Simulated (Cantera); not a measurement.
A freely propagating, adiabatic, planar premixed flame of 44.4 % H2, 11.7 % O2, 43.9 % N2, equivalence ratio 1.9, unburnt at 723 K and 140000 Pa; multicomponent+Soret transport, grid criteria slope 0.08 and curve 0.16, no radiation.

Model: the H2/O2 subset of GRI-Mech 3.0, which has no nitrogen chemistry, integrated in Cantera. Burning velocities carry a grid error of a few per cent, more on coarse grids.

x: mole fraction of selected species; z is measured from the peak of heat release.

```tsv
z (mm)	T (K)	u (m/s)	x H2	x O2	x O	x HO2	x H2O	x H2O2
-0.943	723	12.4	0.444	0.117	<1e-8	<1e-8	<1e-8	<1e-8
-0.628	723	12.4	0.444	0.117	<1e-8	<1e-8	<1e-8	<1e-8
-0.471	723	12.4	0.444	0.117	<1e-8	2.75e-8	<1e-8	<1e-8
-0.314	723	12.4	0.444	0.117	1.96e-8	3.15e-6	4.69e-7	<1e-8
-0.157	744	12.6	0.437	0.117	2.02e-5	0.000232	0.00125	2.18e-6
-0.0786	918	15.2	0.404	0.112	0.000459	0.000173	0.0184	5.01e-6
0	1309	21.1	0.297	0.0692	0.00408	8.01e-5	0.107	2.68e-6
0.0786	1593	25.5	?	?	?	?	?	?
0.157	1717	27.3	0.186	0.00385	0.00320	4.28e-6	0.233	8.62e-7
0.314	1842	29.1	0.191	0.00143	0.00249	1.57e-6	0.240	5.18e-7
0.628	1973	30.9	0.201	0.000959	0.00181	1.02e-6	0.244	2.88e-7
1.26	2101	32.6	0.211	?	?	?	0.248	?
2.51	2211	34.0	0.218	0.000303	0.000609	3.56e-7	0.253	8.35e-8
```

Fill in the missing entries.


- 0.0786, x H2: 0.203
- 0.0786, x O2: 0.0165
- 0.0786, x O: 0.00456
- 0.0786, x HO2: 1.90e-5
- 0.0786, x H2O: 0.207
- 0.0786, x H2O2: 1.38e-6
- 1.26, x O2: 0.000580
- 1.26, x O: 0.00114
- 1.26, x HO2: 6.32e-7
- 1.26, x H2O2: 1.55e-7
